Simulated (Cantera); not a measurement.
Reactions in the system Ca-F-O

Source: NASA polynomial tables (part measured, part estimated), evaluated in Cantera. Values are per mole of reaction as written; species without (g) are pure solids or liquids, kept so even where they would boil at 1 bar.

O(g) + CaF₂ ⇌ CaO + 2 F(g)

```
T (K)  ΔH° (kJ)  ΔS° (J/K)  ΔG° (kJ)  log10 K
-----  --------  ---------  --------  -------
300       500.4      126.1     462.6   -80.54
973       495.6      118.8     380.0   -20.40
1023      494.9      118.1     374.1   -19.10
1073      494.1      117.3     368.2   -17.92
1123      493.2      116.5     362.3   -16.85
1173      492.3      115.7     356.5   -15.88
1223      491.2      114.9     350.8   -14.98
```
